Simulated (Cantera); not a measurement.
Feed: 1 mol AlN, 0.054 mol N2, held at 1700 K.

Equilibrium computed with Cantera from the NASA thermochemical tables; the gas is ideal and each condensed phase is pure. Candidate condensed phases: Al, AlN; 5 gas species. Equilibrium is a limit: real reactors are often held back by kinetics, nucleation or transport.

log p: log10 of the partial pressure in bar; n: condensed amount in mol.

| P (Pa) | log p N2 | log p Al | log p Al2 | log p N | n AlN(s) |
|---|---|---|---|---|---|
| 1 | -5.45 | -5.19 | -10.10 | … | 0 |
| 16 | -3.80 | -5.70 | -11.12 | … | 0.999 |
| 250 | -2.60 | -6.30 | -12.32 | … | 1.000 |
| 4000 | -1.40 | -6.91 | <-13 | … | 1.00 |
| 63000 | -0.20 | -7.50 | <-12 | … | 1.00 |
| 1000000 | 1.00 | -8.10 | <-11 | … | 1.00 |

Task: What belongs in the gaps?

Result: 
- 1, log p N: -13.98
- 16, log p N: -13.16
- 250, log p N: -12.56
- 4000, log p N: -11.95
- 63000, log p N: -11.36
- 1000000, log p N: -10.75
